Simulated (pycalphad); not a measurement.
Effect of Si content in Sn-Si

Computed with pycalphad from the COST 507 light-alloy database (1999), at 1 atm. The database dates from 1999; later assessments differ in places, in temperatures and in the compounds included. Amounts are mole fractions of atoms.

```csv
alloy,liquidus (°C),first solid,solidus (°C),phases at 402 °C
Sn-0.04502Si (wt.%),666,diamond (Si),232,"liquid 1.00, diamond (Si) under 0.01"
Sn-0.08778Si (wt.%),733,diamond (Si),232,"liquid 1.00, diamond (Si) under 0.01"
Sn-0.1331Si (wt.%),778,diamond (Si),232,"liquid 0.99, diamond (Si) 0.01"
Sn-0.1761Si (wt.%),810,diamond (Si),232,"liquid 0.99, diamond (Si) 0.01"
Sn-0.2649Si (wt.%),860,diamond (Si),232,"liquid 0.99, diamond (Si) 0.01"
```
